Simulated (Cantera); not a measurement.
A Cantera script and what it prints.

```python
import numpy as np
import cantera as ct

gas_names = [...]  # 113 gases of nasa_gas.yaml made of C, H, O, Ti
cond_names = """
    C(gr) C6H6(L) C7H8(L) C8H18(L),n-octa H2O(s) H2O(L) Ti(a) Ti(b) Ti(L) TiC(s) TiC(L) TiO(a) TiO(b)
    TiO(L) TiO2(ru) TiO2(L) Ti2O3(a) Ti2O3(b) Ti2O3(L) Ti3O5(a) Ti3O5(b) Ti3O5(L) Ti4O7(s) Ti4O7(L)
""".split()


# ... load() reads the species with a 1 bar reference pressure and builds the phases ...
atoms = {
    'Ti(OiPr)4': {'Ti': 1, 'C': 12, 'H': 28, 'O': 4},
    'O2': {'O': 2},
    'H2O': {'H': 2, 'O': 1},
}
top_T = {'C(gr)': 4500}  # K; cautious upper limits of use, not melting points


# ... equilibrate(T, P, feed) seeds the gas with the atoms and calls Mixture.equilibrate('TP', solver="vcs", rtol=1e-11, max_steps=5000) ...
results = []
feed = {'Ti(OiPr)4': 1, 'O2': 0.27, 'H2O': 2}  # mol
for P in [10, 25, 63, 160, 400, 1000, 2500, 6300, 16000, 40000, 100000]:
    for T in [1298, 1348, 1398, 1448, 1498, 1548, 1598, 1648, 1698, 1748, 1798, 1848, 1898, 1948]:
        mix = equilibrate(T, P, feed)
        results.append((T, P, feed, dict(zip(mix.species_names, mix.species_moles))))

for T, P, feed, n in results:
    print(f"{T:7g} {P:10.4g}  " + (" + ".join(c for c in cond_names if n.get(c, 0) > 1e-12) or "gas only"))
```

Output:

```
   1298         10  C(gr) + TiC(s)
   1348         10  C(gr) + TiC(s)
   1398         10  C(gr) + TiC(s)
   1448         10  C(gr) + TiC(s)
   1498         10  C(gr) + TiC(s)
   1548         10  C(gr) + TiC(s)
   1598         10  C(gr) + TiC(s)
   1648         10  C(gr) + TiC(s)
   1698         10  C(gr) + TiC(s)
   1748         10  C(gr) + TiC(s)
   1798         10  C(gr) + TiC(s)
   1848         10  C(gr) + TiC(s)
   1898         10  C(gr) + TiC(s)
   1948         10  C(gr) + TiC(s)
   1298         25  C(gr) + TiC(s)
   1348         25  C(gr) + TiC(s)
   1398         25  C(gr) + TiC(s)
   1448         25  C(gr) + TiC(s)
   1498         25  C(gr) + TiC(s)
   1548         25  C(gr) + TiC(s)
   1598         25  C(gr) + TiC(s)
   1648         25  C(gr) + TiC(s)
   1698         25  C(gr) + TiC(s)
   1748         25  C(gr) + TiC(s)
   1798         25  C(gr) + TiC(s)
   1848         25  C(gr) + TiC(s)
   1898         25  C(gr) + TiC(s)
   1948         25  C(gr) + TiC(s)
   1298         63  C(gr) + TiC(s)
   1348         63  C(gr) + TiC(s)
   1398         63  C(gr) + TiC(s)
   1448         63  C(gr) + TiC(s)
   1498         63  C(gr) + TiC(s)
   1548         63  C(gr) + TiC(s)
   1598         63  C(gr) + TiC(s)
   1648         63  C(gr) + TiC(s)
   1698         63  C(gr) + TiC(s)
   1748         63  C(gr) + TiC(s)
   1798         63  C(gr) + TiC(s)
   1848         63  C(gr) + TiC(s)
   1898         63  C(gr) + TiC(s)
   1948         63  C(gr) + TiC(s)
   1298        160  C(gr) + TiC(s)
   1348        160  C(gr) + TiC(s)
   1398        160  C(gr) + TiC(s)
   1448        160  C(gr) + TiC(s)
   1498        160  C(gr) + TiC(s)
   1548        160  C(gr) + TiC(s)
   1598        160  C(gr) + TiC(s)
   1648        160  C(gr) + TiC(s)
   1698        160  C(gr) + TiC(s)
   1748        160  C(gr) + TiC(s)
   1798        160  C(gr) + TiC(s)
   1848        160  C(gr) + TiC(s)
   1898        160  C(gr) + TiC(s)
   1948        160  C(gr) + TiC(s)
   1298        400  C(gr) + TiC(s)
   1348        400  C(gr) + TiC(s)
   1398        400  C(gr) + TiC(s)
   1448        400  C(gr) + TiC(s)
   1498        400  C(gr) + TiC(s)
   1548        400  C(gr) + TiC(s)
   1598        400  C(gr) + TiC(s)
   1648        400  C(gr) + TiC(s)
   1698        400  C(gr) + TiC(s)
   1748        400  C(gr) + TiC(s)
   1798        400  C(gr) + TiC(s)
   1848        400  C(gr) + TiC(s)
   1898        400  C(gr) + TiC(s)
   1948        400  C(gr) + TiC(s)
   1298       1000  C(gr) + TiC(s)
   1348       1000  C(gr) + TiC(s)
   1398       1000  C(gr) + TiC(s)
   1448       1000  C(gr) + TiC(s)
   1498       1000  C(gr) + TiC(s)
   1548       1000  C(gr) + TiC(s)
   1598       1000  C(gr) + TiC(s)
   1648       1000  C(gr) + TiC(s)
   1698       1000  C(gr) + TiC(s)
   1748       1000  C(gr) + TiC(s)
   1798       1000  C(gr) + TiC(s)
   1848       1000  C(gr) + TiC(s)
   1898       1000  C(gr) + TiC(s)
   1948       1000  C(gr) + TiC(s)
   1298       2500  C(gr) + TiC(s)
   1348       2500  C(gr) + TiC(s)
   1398       2500  C(gr) + TiC(s)
   1448       2500  C(gr) + TiC(s)
   1498       2500  C(gr) + TiC(s)
   1548       2500  C(gr) + TiC(s)
   1598       2500  C(gr) + TiC(s)
   1648       2500  C(gr) + TiC(s)
   1698       2500  C(gr) + TiC(s)
   1748       2500  C(gr) + TiC(s)
   1798       2500  C(gr) + TiC(s)
   1848       2500  C(gr) + TiC(s)
   1898       2500  C(gr) + TiC(s)
   1948       2500  C(gr) + TiC(s)
   1298       6300  C(gr) + Ti3O5(b)
   1348       6300  C(gr) + TiC(s)
   1398       6300  C(gr) + TiC(s)
   1448       6300  C(gr) + TiC(s)
   1498       6300  C(gr) + TiC(s)
   1548       6300  C(gr) + TiC(s)
   1598       6300  C(gr) + TiC(s)
   1648       6300  C(gr) + TiC(s)
   1698       6300  C(gr) + TiC(s)
   1748       6300  C(gr) + TiC(s)
   1798       6300  C(gr) + TiC(s)
   1848       6300  C(gr) + TiC(s)
   1898       6300  C(gr) + TiC(s)
   1948       6300  C(gr) + TiC(s)
   1298    1.6e+04  C(gr) + Ti3O5(b)
   1348    1.6e+04  C(gr) + Ti3O5(b)
   1398    1.6e+04  C(gr) + TiC(s)
   1448    1.6e+04  C(gr) + TiC(s)
   1498    1.6e+04  C(gr) + TiC(s)
   1548    1.6e+04  C(gr) + TiC(s)
   1598    1.6e+04  C(gr) + TiC(s)
   1648    1.6e+04  C(gr) + TiC(s)
   1698    1.6e+04  C(gr) + TiC(s)
   1748    1.6e+04  C(gr) + TiC(s)
   1798    1.6e+04  C(gr) + TiC(s)
   1848    1.6e+04  C(gr) + TiC(s)
   1898    1.6e+04  C(gr) + TiC(s)
   1948    1.6e+04  C(gr) + TiC(s)
   1298      4e+04  C(gr) + Ti4O7(s)
   1348      4e+04  C(gr) + Ti3O5(b)
   1398      4e+04  C(gr) + Ti3O5(b)
   1448      4e+04  C(gr) + TiC(s)
   1498      4e+04  C(gr) + TiC(s)
   1548      4e+04  C(gr) + TiC(s)
   1598      4e+04  C(gr) + TiC(s)
   1648      4e+04  C(gr) + TiC(s)
   1698      4e+04  C(gr) + TiC(s)
   1748      4e+04  C(gr) + TiC(s)
   1798      4e+04  C(gr) + TiC(s)
   1848      4e+04  C(gr) + TiC(s)
   1898      4e+04  C(gr) + TiC(s)
   1948      4e+04  C(gr) + TiC(s)
   1298      1e+05  C(gr) + Ti4O7(s)
   1348      1e+05  C(gr) + Ti4O7(s)
   1398      1e+05  C(gr) + Ti3O5(b)
   1448      1e+05  C(gr) + Ti3O5(b)
   1498      1e+05  C(gr) + TiC(s) + Ti3O5(b)
   1548      1e+05  C(gr) + TiC(s)
   1598      1e+05  C(gr) + TiC(s)
   1648      1e+05  C(gr) + TiC(s)
   1698      1e+05  C(gr) + TiC(s)
   1748      1e+05  C(gr) + TiC(s)
   1798      1e+05  C(gr) + TiC(s)
   1848      1e+05  C(gr) + TiC(s)
   1898      1e+05  C(gr) + TiC(s)
   1948      1e+05  C(gr) + TiC(s)
```

Cantera equilibrium calculation (NASA polynomials, part measured and part estimated; ideal gas, pure solids and liquids). The feed counts by its element totals alone. Mutual solubility and eutectic melting of coexisting phases are not modelled. TiC: taken at fixed stoichiometry. Condensed phases not in the tables: Magnéli phases beyond Ti4O7.
